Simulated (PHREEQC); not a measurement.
A made-up water analysis in mg/L, 25 °C, pH 2.68, pe 11.9:

| constituent | mg/L |
|---|---|
| Na | 128 |
| K | 525 |
| Ca | 138 |
| Mg | 12 |
| Cl | 252 |
| S(6) as SO4 | 1220 |
| P as PO4 | 0.293 |

Na is adjusted to close the charge balance.
Valence states are taken as typed.

Computed with PHREEQC (ion-association model, wateq4f.dat).

Precipitation was switched off in this run.

**Question.** Order these P species by the share of P that they hold, largest first: MgH2PO4+, H2PO4-, CaH2PO4+, H3PO4.

**Answer.** H2PO4- (77 %), H3PO4 (20 %), CaH2PO4+ (2.3 %), MgH2PO4+ (0.41 %)

The pH is 2.68 and the ionic strength 0.0406 mol/kgw. H3PO4, which wateq4f.dat lacks, is added to it with the constant of phreeqc.dat.
